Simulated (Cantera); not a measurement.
A perfectly stirred reactor is fed with 1.34 % CH4, 2.02 % C2H6, 19.9 % O2, 74.7 % N2, 2.02 % H2O, equivalence ratio 0.49, at 760 Torr; it is adiabatic with a 575 K inlet, and is followed from long to short residence time, starting on the burning branch (τ in s: 0.025, 0.012, 0.0061, 0.003, 0.0015, 0.00075, 0.00037, 0.00018, 9.2e-05, 4.5e-05, 2.3e-05, 1.1e-05, 5.6e-06).

Cantera simulation using GRI-Mech 3.0 (53 species, 325 reactions); the numbers are that mechanism's predictions, not measurements.

One state of this run: T (K) = 1629; x CH4 = 3.59e-5; x C2H6 = 1.36e-5; x O2 = 0.101; x CH2 = 3.19e-7; x C2H4 = 1.91e-5; x CH2O = 1.00e-5; x CO = 0.00304. x: mole fraction; the columns are a selection and need not sum to one.

Problem. Which value of τ (s) does it belong to?
A. 0.0030
B. 0.0015
C. 0.00037
D. 9.2e-5

Solution. A, 0.0030
